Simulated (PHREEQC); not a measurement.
Solution (20 °C): 21 mmol/kgw TMAH, 0.22 mmol/kgw H4SiO4 and 0.14 mmol/kgw H3BO3. Closed to the air; pH follows from the charge balance.

All values are PHREEQC results (ion-association model, wateq4f.dat), not measurements.

This is a speciation only: nothing precipitates in the calculation.

### Question
Predict the pH.

### Answer
pH 12.42.

### Question
In which forms is Si present?

### Answer
H3SiO4- 84 %, H2SiO4-2 16 % of the Si.

(CH3)4N+ isn't in the database: it is added as a free cation with an ion size of 4 Å.
